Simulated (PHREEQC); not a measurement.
A solution holds 0.0016 mol/kgw H2SO4, 0.00019 mol/kgw LiCl and 0.00079 mol/kgw MnSO4, at 75 °C. Closed to the air; pH follows from the charge balance.

Computed with PHREEQC (ion-association model, phreeqc.dat).

| quantity | before | after |
|---|---|---|
| pH | 2.66 | 2.59 |
| ionic strength (mol/kgw) | 0.00582 | 0.00675 |
| SO4-2 (mol/kgw) | 0.00140 | 0.00182 |
| HSO4- (mol/kgw) | 0.000818 | 0.000438 |
| Mn+2 (mol/kgw) | 0.000617 | 0.000660 |
| MnSO4 (mol/kgw) | 0.000173 | 0.000130 |

Name the change that produced these shifts.
A. LiCl from 0.00019 to 0.00095 mol/kgw
B. temperature from 75 to 35 °C
C. MnSO4 from 0.00079 to 0.0079 mol/kgw
D. LiCl from 0.00019 to 0.000171 mol/kgw

B, temperature from 75 to 35 °C

No solid was allowed to form. Constants without temperature data keep their 25 °C values here.
